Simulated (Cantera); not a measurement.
NO annealing gas

An isothermal, constant-pressure homogeneous reactor starts with NO : N₂ = 1 : 3 (molar parts), at 2100 K and 0.405 atm.

Computed with Cantera and GRI-Mech 3.0 (53 species, 325 reactions).

```csv
t (s),x NO,x N₂,x O₂,x NO₂,x N₂O,x O
0.000300,0.250,0.750,7.23e-7,3.20e-6,1.36e-5,1.87e-5
0.000739,0.250,0.750,5.60e-6,1.03e-5,2.36e-5,5.13e-5
0.00182,0.250,0.750,4.75e-5,2.52e-5,2.99e-5,0.000120
0.00448,0.249,0.750,0.000273,3.50e-5,3.02e-5,0.000168
0.0110,0.248,0.751,0.000921,3.74e-5,2.98e-5,0.000179
0.0272,0.245,0.753,0.00255,4.16e-5,2.88e-5,0.000199
0.0669,0.236,0.757,0.00672,5.01e-5,2.66e-5,0.000243
0.165,0.215,0.768,0.0174,6.33e-5,2.16e-5,0.000329
0.406,0.164,0.793,0.0427,7.11e-5,1.22e-5,0.000473
1.00,0.0791,0.835,0.0850,4.75e-5,2.93e-6,0.000645
```
x: mole fraction; the columns are a selection and need not sum to one.

Equilibrium at this temperature and pressure: NO 0.00796, N₂ 0.871, O₂ 0.121, NO₂ 5.67e-6, N₂O 2.99e-7, O 0.000758 (gas phase only).
